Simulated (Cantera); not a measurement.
An isothermal, constant-pressure homogeneous reactor starts with 56.8 % NH₃, 43.2 % H₂, at 1425 K and 1.01 bar.

Detailed kinetics in Cantera: the gas-phase N/H chemistry of the illustrative SiF4/NH3 mechanism in the Surface Chemkin manual (1991). Walls and surfaces, which speed up NH3 decomposition in real reactors, are not modelled.

One state of this run: x NH₃ = 0.524; x H₂ = 0.462; x N₂ = 0.0141; x N₂H₄ = 3.15e-8; x N = 1.04e-10; x NH₂ = 9.30e-6; x NH = 9.54e-9. x: mole fraction; the columns are a selection and need not sum to one.

### Question
Which value of t (s) does it belong to?
A) 0.00620
B) 30.0
C) 0.000208
D) 1.01

### Answer
B, 30.0
